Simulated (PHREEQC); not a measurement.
A solution holds 0.027 mol H2SO4 and 0.011 mol MnSO4 per kg of water, at 25 °C. Closed to the air; pH follows from the charge balance.

All values are PHREEQC results (ion-association model, phreeqc.dat), not measurements.

Each row changes one thing in this solution. Precipitation was switched off in this run.

```json
[
 {"case": "as made", "pH": "1.55", "ionic strength (mol/kgw)": "0.0705", "HSO4- (mol/kgw)": "0.0203", "SO4-2 (mol/kgw)": "0.0142", "Mn+2 (mol/kgw)": "0.00755", "MnSO4 (mol/kgw)": "0.00345"},
 {"case": "0.00055 mol/kgw Na2CO3 added", "pH": "1.56", "ionic strength (mol/kgw)": "0.0709", "HSO4- (mol/kgw)": "0.0201", "SO4-2 (mol/kgw)": "0.0144", "Mn+2 (mol/kgw)": "0.00752", "MnSO4 (mol/kgw)": "0.00348"},
 {"case": "0.0018 mol/kgw CO2 added", "pH": "1.55", "ionic strength (mol/kgw)": "0.0705", "HSO4- (mol/kgw)": "0.0203", "SO4-2 (mol/kgw)": "0.0142", "Mn+2 (mol/kgw)": "0.00755", "MnSO4 (mol/kgw)": "0.00345"},
 {"case": "H2SO4 from 0.027 to 0.135 mol/kgw", "pH": "0.92", "ionic strength (mol/kgw)": "0.201", "HSO4- (mol/kgw)": "0.117", "SO4-2 (mol/kgw)": "0.0254", "Mn+2 (mol/kgw)": "0.00780", "MnSO4 (mol/kgw)": "0.00320"},
 {"case": "MnSO4 from 0.011 to 0.022 mol/kgw", "pH": "1.59", "ionic strength (mol/kgw)": "0.0937", "HSO4- (mol/kgw)": "0.0228", "SO4-2 (mol/kgw)": "0.0188", "Mn+2 (mol/kgw)": "0.0146", "MnSO4 (mol/kgw)": "0.00740"},
 {"case": "H2SO4 from 0.027 to 0.0027 mol/kgw", "pH": "[?]", "ionic strength (mol/kgw)": "0.0359", "HSO4- (mol/kgw)": "0.00167", "SO4-2 (mol/kgw)": "0.00882", "Mn+2 (mol/kgw)": "0.00779", "MnSO4 (mol/kgw)": "0.00321"},
 {"case": "temperature from 25 to 60 °C", "pH": "[?]", "ionic strength (mol/kgw)": "[?]", "HSO4- (mol/kgw)": "0.0254", "SO4-2 (mol/kgw)": "0.00887", "Mn+2 (mol/kgw)": "0.00725", "MnSO4 (mol/kgw)": "0.00375"},
 {"case": "H2SO4 replaced by K2SO4 at the same molality", "pH": "6.72", "ionic strength (mol/kgw)": "0.0983", "HSO4- (mol/kgw)": "2.63e-7", "SO4-2 (mol/kgw)": "0.0294", "Mn+2 (mol/kgw)": "0.00621", "MnSO4 (mol/kgw)": "0.00479"}
]
```

Q: Fill in the missing entries.

A: 
- H2SO4 from 0.027 to 0.0027 mol/kgw, pH: 2.49
- temperature from 25 to 60 °C, pH: 1.62
- temperature from 25 to 60 °C, ionic strength (mol/kgw): 0.0592

Complexes and solids missing from the database can't appear. At this temperature some constants are extrapolated from 25 °C, and those without enthalpy data are left unchanged.
